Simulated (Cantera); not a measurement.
An adiabatic, constant-volume homogeneous reactor starts with CO : H2 : CH4 : O2 : N2 = 1 : 0.43 : 0.2 : 1.8 : 6.76 (molar parts), equivalence ratio 0.62, at 1598 K and 5.00 bar.

Detailed kinetics in Cantera: GRI-Mech 3.0 (53 species, 325 reactions).

Q: Predict: time of steepest temperature rise; temperature at 1.00 s; equilibrium temperature; x(CO) at 1.00 s; x(H2) at 1.00 s; x(H) at 1.00 s; x(O) at 1.00 s; x(NO2) at 1.00 s.

A: 
| Quantity | Result |
|---|---|
| time of steepest temperature rise | 6.50 µs |
| temperature at 1.00 s | 2885 K |
| equilibrium temperature | 2885 K |
| x(CO) at 1.00 s | 0.0272 (gas-phase equilibrium 0.0272) |
| x(H2) at 1.00 s | 0.00291 (gas-phase equilibrium 0.00291) |
| x(H) at 1.00 s | 0.00203 (gas-phase equilibrium 0.00203) |
| x(O) at 1.00 s | 0.00671 (gas-phase equilibrium 0.00671) |
| x(NO2) at 1.00 s | 2.30e-5 (gas-phase equilibrium 2.30e-5) |
